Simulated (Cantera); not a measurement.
An isothermal, constant-pressure homogeneous reactor starts with 28.8 % H2, 32.4 % O2, 38.8 % N2, equivalence ratio 0.45, at 1225 K and 0.138 atm.

Model: GRI-Mech 3.0 (53 species, 325 reactions), integrated in Cantera. The temperature is held fixed by assumption; the heat of reaction is taken as removed at once.

x: mole fraction; the columns are a selection and need not sum to one.

```
t (s)         x H2   x O2      x NO    x HO2       x H     x NO2     x N2O
--------  --------  -----  --------  -------  --------  --------  --------
3.00e-5      0.288  0.324    <1e-12  4.75e-8   2.30e-7    <1e-12    <1e-12
0.000110     0.285  0.322  1.71e-11  1.59e-5   0.00153    <1e-12  1.82e-11
0.000406    0.0145  0.207   5.71e-6  4.42e-5    0.0285  6.17e-10         …
0.00149   0.000839  0.209   6.44e-6  2.12e-5  0.000263   1.23e-8         …
0.00549    4.59e-5  0.210   6.41e-6  2.58e-6   3.74e-6   5.15e-8   4.34e-8
0.0202     4.80e-6  0.210   6.41e-6  3.70e-7   1.67e-7   5.32e-8   4.53e-8
0.0743     8.35e-7  0.210   6.43e-6  7.77e-8   1.41e-8   3.28e-8   4.61e-8
0.273      1.92e-7  0.210   6.44e-6  2.55e-8   1.67e-9   2.17e-8   4.53e-8
1.00       6.07e-8  0.210   6.44e-6  1.89e-8  3.03e-10   2.76e-8         …
3.70       4.21e-8  0.210   6.43e-6  1.97e-8  1.73e-10   3.58e-8         …
13.6       4.18e-8  0.210   6.43e-6  1.97e-8  1.71e-10   3.60e-8         …
50.0       4.18e-8  0.210   6.43e-6  1.97e-8  1.71e-10   3.60e-8         …
```

**Question.** What belongs in the gaps?

**Answer.** 
- 0.000406, x N2O: 1.91e-8
- 0.00149, x N2O: 3.74e-8
- 1.00, x N2O: 4.04e-8
- 3.70, x N2O: 2.59e-8
- 13.6, x N2O: 7.01e-9
- 50.0, x N2O: 3.52e-9
